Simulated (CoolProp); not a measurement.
Values from CoolProp's reference Helmholtz-energy equation of state, Lemmon 2006. It is a short technical equation, of lower accuracy than the large ones.

**Question.** For n-nonane, give the phase and the cp (kJ/(kg K)), viscosity (µPa s) at 299.65 °C and 101 kPa; 326.85 °C and 101 kPa.

**Answer.** 
- 299.65 °C and 101 kPa: gas; cp 2.78, viscosity 10.2
- 326.85 °C and 101 kPa: gas; cp 2.87, viscosity 10.7

Viscosity comes from a separate model (Huber 2004).
